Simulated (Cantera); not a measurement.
Cantera run:

```python
import numpy as np
import cantera as ct

gas_names = """
    F F2 N NF NF2 NF3 N2 Si SiF SiF2 SiF3 SiF4 SiN Si2 Si2N Si3
""".split()
cond_names = """
    Si(cr) Si(L) Si3N4(a)
""".split()


# ... load() reads the species with a 1 bar reference pressure and builds the phases ...
atoms = {
    'Si': {'Si': 1},
    'NF3': {'N': 1, 'F': 3},
}
top_T = {'Si3N4(a)': 2400}  # K; cautious upper limits of use, not melting points


# ... equilibrate(T, P, feed) seeds the gas with the atoms and calls Mixture.equilibrate('TP', solver="vcs", rtol=1e-11, max_steps=5000) ...
results = []
feed = {'Si': 1, 'NF3': 1.7}  # mol
P = 100000  # Pa
for T in [648, 698, 748, 798, 848, 898, 948, 998, 1048, 1098]:
    mix = equilibrate(T, P, feed)
    results.append((T, P, feed, dict(zip(mix.species_names, mix.species_moles))))
    x = sorted(zip(gas.X, gas.species_names), reverse=True)
    print(f"T = {T:g} K  P = {P:g} Pa  gas = {mix.phase_moles(0):.4g} mol")
    print("   x: " + "  ".join(f"{s} {v:.3e}" for v, s in x if v > 1e-05))
    print("   condensed (mol): " + ("  ".join(f"{mix.phase(i).name} {mix.phase_moles(i):.4g}"
          for i in range(1, mix.n_phases) if mix.phase_moles(i) > 1e-12) or "none"))
```

Result:

```
T = 648 K  P = 100000 Pa  gas = 2.037 mol
   x: SiF4 4.909e-01  N2 3.282e-01  NF3 1.781e-01  F2 2.826e-03  F 2.494e-05
   condensed (mol): none
T = 698 K  P = 100000 Pa  gas = 2.046 mol
   x: SiF4 4.888e-01  N2 3.289e-01  NF3 1.733e-01  F2 8.891e-03  F 1.305e-04
   condensed (mol): none
T = 748 K  P = 100000 Pa  gas = 2.066 mol
   x: SiF4 4.840e-01  N2 3.305e-01  NF3 1.618e-01  F2 2.322e-02  F 5.393e-04
   condensed (mol): none
T = 798 K  P = 100000 Pa  gas = 2.108 mol
   x: SiF4 4.745e-01  N2 3.335e-01  NF3 1.397e-01  F2 5.053e-02  F 1.812e-03
   condensed (mol): none
T = 848 K  P = 100000 Pa  gas = 2.174 mol
   x: SiF4 4.599e-01  N2 3.378e-01  NF3 1.064e-01  F2 9.089e-02  F 5.031e-03
   condensed (mol): none
T = 898 K  P = 100000 Pa  gas = 2.258 mol
   x: SiF4 4.429e-01  N2 3.420e-01  F2 1.344e-01  NF3 6.891e-02  F 1.169e-02
   condensed (mol): none
T = 948 K  P = 100000 Pa  gas = 2.338 mol
   x: SiF4 4.277e-01  N2 3.445e-01  F2 1.664e-01  NF3 3.812e-02  F 2.325e-02
   condensed (mol): none
T = 998 K  P = 100000 Pa  gas = 2.404 mol
   x: SiF4 4.160e-01  N2 3.442e-01  F2 1.801e-01  F 4.082e-02  NF3 1.886e-02
   condensed (mol): none
T = 1048 K  P = 100000 Pa  gas = 2.459 mol
   x: SiF4 4.067e-01  N2 3.413e-01  F2 1.779e-01  F 6.519e-02  NF3 8.790e-03
   condensed (mol): none
T = 1098 K  P = 100000 Pa  gas = 2.511 mol
   x: SiF4 3.982e-01  N2 3.365e-01  F2 1.647e-01  F 9.659e-02  NF3 3.974e-03
   condensed (mol): none
```

Equilibrium computed with Cantera from the NASA thermochemical tables; the gas is ideal and each condensed phase is pure.
